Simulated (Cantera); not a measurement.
A jet of 2.08 % CH₄, 6.59 % O₂, 91.3 % N₂ at 300 K and 44000 Pa hits a platinum plate 6.6 cm away at a mass flux of 0.091 kg/m²/s; the plate temperature is set and raised in steps from an oxygen-covered start.

Cantera simulation using Deutschmann's 1995 Pt surface mechanism with GRI-Mech 3.0 gas chemistry; the numbers are that mechanism's predictions, not measurements. Catalytic surfaces can have several steady states; this one follows from the mechanism file's or the stated starting coverage.

x: mole fraction at the wall; θ: surface coverage.

| plate T (K) | wall x CH₄ | wall x O₂ | wall x H₂O | wall x OH | wall x CO | wall x CO₂ | θ free Pt | θ O* | θ OH* |
|---|---|---|---|---|---|---|---|---|---|
| 950 | 0.00449 | 0.0314 | 0.0303 | 4.72e-8 | 2.25e-6 | 0.0199 | 0.246 | 0.752 | 0.00269 |
| 1000 | 0.00284 | 0.0279 | 0.0333 | 1.21e-7 | 1.93e-6 | 0.0219 | 0.317 | 0.681 | 0.00253 |
| 1050 | (withheld) | 0.0260 | 0.0349 | (withheld) | 1.75e-6 | 0.0230 | (withheld) | (withheld) | (withheld) |
| 1100 | 0.00141 | 0.0249 | 0.0358 | 5.92e-7 | 1.67e-6 | 0.0236 | 0.454 | 0.544 | 0.00204 |
| 1150 | 0.00108 | 0.0243 | 0.0362 | 1.17e-6 | 1.68e-6 | 0.0239 | 0.519 | 0.479 | 0.00179 |
| 1200 | (withheld) | 0.0241 | 0.0365 | (withheld) | 1.78e-6 | 0.0240 | (withheld) | (withheld) | (withheld) |
| 1250 | 0.000614 | 0.0240 | 0.0367 | 3.81e-6 | 2.52e-6 | 0.0239 | 0.635 | 0.364 | 0.00135 |

Problem. Fill in the missing entries.

Solution. 
- 1050, wall x CH₄: 0.00194
- 1050, wall x OH: 2.79e-7
- 1050, θ free Pt: 0.387
- 1050, θ O*: 0.611
- 1050, θ OH*: 0.00230
- 1200, wall x CH₄: 0.000855
- 1200, wall x OH: 2.16e-6
- 1200, θ free Pt: 0.579
- 1200, θ O*: 0.419
- 1200, θ OH*: 0.00156
